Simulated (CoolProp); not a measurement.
Saturated liquid density (kg/m³) of propylene glycol: the reference equation beside estimates from Tc = 674.0 K, pc = 7.292 MPa, ω = 0.327. Rackett uses Z = 0.29056 − 0.08775 ω.

Computed with CoolProp (reference Helmholtz-energy equation of state, Eisenbach 2021).

```tsv
T (K)	reference	Rackett	van der Waals	Soave-Redlich-Kwong
381.2	966.1	1087	624.3	956.4
399.5	950.3	___	613.3	940.0
417.9	933.9	___	601.9	922.3
436.2	916.8	1023	590.0	903.5
454.5	899.0	999.8	577.5	883.4
472.9	880.2	976.1	564.3	861.6
491.2	860.5	951.5	550.6	838.3
509.5	839.6	925.8	536.0	813.0
527.9	817.1	898.5	___	785.3
546.2	793.1	869.8	503.8	755.2
```

Problem. Fill in the missing entries.

Solution. 
- 399.5, Rackett: 1066
- 417.9, Rackett: 1045
- 527.9, van der Waals: 520.4

Absolute difference from the reference over all 10 rows, mean and median: Rackett 11.1 and 11.1 %, van der Waals 35.9 and 35.8 %, Soave-Redlich-Kwong 2.3 and 1.9 %.
